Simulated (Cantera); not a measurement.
## Silicon etching in halogen gases: Si + Br2 + H2

Charge: 1 mol Si, a varied amount of Br2, 40 mol H2, held at 200 °C and 0.190 bar.

Method: chemical equilibrium by Gibbs-energy minimisation in Cantera with the NASA 1993 tables (ideal gas, pure condensed phases). Candidate condensed phases: Br2, Si; 19 gas species. Equilibrium is a limit: real reactors are often held back by kinetics, nucleation or transport.

```
n(Br2) (mol)   x H2    x HBr  x SiBr4  x SiHBr3  x SiH2Br2  n Si(s)
------------  -----  -------  -------  --------  ---------  -------
1.1           0.986  3.12e-6   0.0127   0.00111    4.43e-5    0.438
1.3           0.984  3.24e-6   0.0150   0.00126    4.80e-5    0.336
1.6           0.980  3.41e-6   0.0185   0.00147    5.31e-5    0.184
2             0.976  8.11e-5   0.0243   8.09e-5    1.22e-7        0
2.4           0.957   0.0193   0.0242   3.31e-7   2.06e-12        0
2.9           0.933   0.0430   0.0239   1.43e-7     <1e-12        0
3.5           0.906   0.0706   0.0235   8.36e-8     <1e-12        0
4.3           0.871    0.106   0.0231   5.24e-8     <1e-12        0
5.2           0.833    0.145   0.0226   3.60e-8     <1e-12        0
```
x: gas mole fraction; n: condensed amount in mol.

From 1.1 mol Br2 to 1.6 mol Br2 the condensed part is Si(s). From 2 mol Br2 to 5.2 mol Br2 nothing is condensed. The main Si-bearing gas is SiBr4 throughout.
